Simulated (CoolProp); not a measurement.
Aqueous ammonia as a coolant, at -3 °C, 1 atm.

Computed with CoolProp (Melinder's fits for secondary coolants).

```csv
mass %,freezing point (°C),conductivity (W/(m K)),Prandtl number,cp (kJ/(kg K)),viscosity (mPa s)
6.1,-7.6,0.513,17.9,4.219,2.17
9.8,-13.3,0.493,18.8,4.223,?
13.5,-20.1,0.472,20.6,?,?
17.2,-28.5,0.452,22.7,4.232,2.42
20.9,-39.4,0.436,?,4.237,2.49
24.6,-53.7,0.423,24.8,4.243,2.47
28.3,-73.0,0.412,25.4,4.251,2.46
```

What belongs in the gaps?


- 9.8, viscosity (mPa s): 2.20
- 13.5, cp (kJ/(kg K)): 4.227
- 13.5, viscosity (mPa s): 2.30
- 20.9, Prandtl number: 24.2
